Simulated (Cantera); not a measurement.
Feed: 1 mol CuO, 0.3 mol C, 5.5 mol N2, 5.7 mol CH4, at 1725 K and 220 Pa.

Cantera equilibrium calculation (NASA polynomials, part measured and part estimated; ideal gas, pure solids and liquids). Candidate condensed phases: C, C6H6, C7H8, C8H18, Cu, CuO, Cu(OH)2, Cu2O, H2O; 139 gas species. Kinetics and transport are ignored.

Base state: H2 0.600, N2 0.290, CO 0.0528, Cu 0.0528, H 0.00307, HCN 0.00175, HNC 5.56e-5, C2H2 (acetylene) 5.53e-5 (mole fractions); condensed: C(graphite).

What changes in the equilibrium state with this change: pressure from 220 Pa to 101000 Pa?


```tsv
species	before	after
H2	0.600	0.635
N2	0.290	0.306
CO	0.0528	0.0559
Cu	0.0528	0.000216
CH4	7.90e-7	0.000408
H2O	2.93e-8	1.51e-5
Cu2	3.82e-5	2.95e-7
H	0.00307	0.000147
C2H2 (acetylene)	5.53e-5	5.85e-5
C(graphite), mol	4.96	4.96
Cu(l), mol	0	0.996
```
